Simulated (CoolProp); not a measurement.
Saturation properties of cyclopentane (Tc = 511.7 K, pc = 4.583 MPa, ω = 0.202).

Values from CoolProp's reference Helmholtz-energy equation of state, Gedanitz 2015.

```
T (K)  p (MPa)  vapour density (kg/m³)  surface tension (mN/m)
-----  -------  ----------------------  ----------------------
380.9   0.4985                       ?                    11.1
389.5   0.6027                       ?                    10.1
398          ?                       ?                    9.11
406.6   0.8571                   21.15                    8.17
415.1        ?                   24.99                    7.27
423.7    1.184                   29.46                    6.38
432.2    1.376                       ?                    5.54
440.8    1.594                   40.56                    4.73
449.3    1.833                   47.45                       ?
457.9    2.102                   55.65                    3.23
466.4    2.395                   65.30                    2.54
475      2.724                   77.14                    1.90
483.5    3.082                   91.78                       ?
492.1    3.482                   111.3                   0.795
```

Task: What belongs in the gaps?

Result: 
- 380.9, vapour density (kg/m³): 12.39
- 389.5, vapour density (kg/m³): 14.91
- 398, p (MPa): 0.7209
- 398, vapour density (kg/m³): 17.79
- 415.1, p (MPa): 1.010
- 432.2, vapour density (kg/m³): 34.57
- 449.3, surface tension (mN/m): 3.96
- 483.5, surface tension (mN/m): 1.32

It boils at 322.4 K under 1 atm.

Surface tension comes from a separate correlation (Mulero 2014).
